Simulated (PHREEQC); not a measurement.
Make-up at 23 °C: 0.16 mol CdCl2 and 0.071 mol H2SO4 per kg of water. Closed to the air; pH follows from the charge balance.

Equilibrium calculation in PHREEQC: ion-association model, wateq4f.dat.

Each row changes one thing in this solution. No solid was allowed to form.

```json
[
 {"case": "as made", "pH": "1.11", "ionic strength (mol/kgw)": "0.281", "HSO4- (mol/kgw)": "0.0438", "SO4-2 (mol/kgw)": "0.0167"},
 {"case": "H2SO4 replaced by Li2SO4 at the same molality", "pH": "(withheld)", "ionic strength (mol/kgw)": "0.331", "HSO4- (mol/kgw)": "3.88e-6", "SO4-2 (mol/kgw)": "0.0387"},
 {"case": "H2SO4 from 0.071 to 0.71 mol/kgw", "pH": "0.24", "ionic strength (mol/kgw)": "0.986", "HSO4- (mol/kgw)": "0.642", "SO4-2 (mol/kgw)": "0.0477"},
 {"case": "0.11 mol/kgw KCl added", "pH": "1.12", "ionic strength (mol/kgw)": "0.363", "HSO4- (mol/kgw)": "(withheld)", "SO4-2 (mol/kgw)": "0.0180"},
 {"case": "H2SO4 from 0.071 to 0.355 mol/kgw", "pH": "0.51", "ionic strength (mol/kgw)": "0.610", "HSO4- (mol/kgw)": "0.301", "SO4-2 (mol/kgw)": "0.0358"},
 {"case": "CdCl2 left out", "pH": "1.14", "ionic strength (mol/kgw)": "0.105", "HSO4- (mol/kgw)": "0.0541", "SO4-2 (mol/kgw)": "0.0169"},
 {"case": "temperature from 23 to 20 °C", "pH": "1.11", "ionic strength (mol/kgw)": "0.283", "HSO4- (mol/kgw)": "0.0429", "SO4-2 (mol/kgw)": "(withheld)"},
 {"case": "H2SO4 from 0.071 to 0.142 mol/kgw", "pH": "0.86", "ionic strength (mol/kgw)": "(withheld)", "HSO4- (mol/kgw)": "0.104", "SO4-2 (mol/kgw)": "0.0237"}
]
```

Question: Complete the blanks.

Answer: 
- H2SO4 replaced by Li2SO4 at the same molality, pH: 5.51
- 0.11 mol/kgw KCl added, HSO4- (mol/kgw): 0.0435
- temperature from 23 to 20 °C, SO4-2 (mol/kgw): 0.0172
- H2SO4 from 0.071 to 0.142 mol/kgw, ionic strength (mol/kgw): 0.370

The ionic strength passes 0.7 mol/kgw, the rough limit of the ion-association models, in H2SO4 from 0.071 to 0.71 mol/kgw. Species that the database lacks are ignored.
